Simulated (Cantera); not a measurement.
# Catalytic combustion on Pt

An isothermal plug-flow reactor at 1125 K and 500000 Pa (inlet), inlet velocity 0.61 m/s, active area per volume 320 1/m; feed 0.291 % CH4, 11.2 % O2, 88.5 % N2, equivalence ratio 0.052.

Cantera simulation using Deutschmann's 1995 Pt surface mechanism with GRI-Mech 3.0 gas chemistry; the numbers are that mechanism's predictions, not measurements. Catalytic surfaces can have several steady states; this one follows from the mechanism file's or the stated starting coverage. Mass transfer to the wall is taken as infinitely fast.

```csv
z (m),x CH4,x O2,x H2O,x CO2,x CO,θ free Pt,θ O*,θ OH*
0.00023,0.00288,0.112,7.35e-5,3.48e-5,1.86e-6,0.231,0.769,0.000301
0.00041,0.00285,0.112,0.000131,6.31e-5,2.02e-6,0.231,0.769,0.000371
0.00073,0.00280,0.112,0.000231,0.000113,2.03e-6,0.231,0.769,0.000468
0.0013,0.00271,0.112,0.000406,0.000199,1.97e-6,0.231,0.769,0.000602
0.0023,0.00255,0.111,0.000703,0.000345,1.90e-6,0.231,0.768,0.000778
0.0041,0.00229,0.111,0.00121,0.000588,1.90e-6,0.231,0.768,0.00101
0.0073,0.00182,0.110,0.00206,0.000981,3.79e-6,0.231,0.768,0.00131
0.013,0.000950,0.108,0.00374,0.00179,7.62e-6,0.232,0.767,0.00176
0.023,0.000345,0.107,0.00503,0.00247,1.95e-6,0.232,0.766,0.00204
```
x: gas mole fraction; θ: surface coverage.
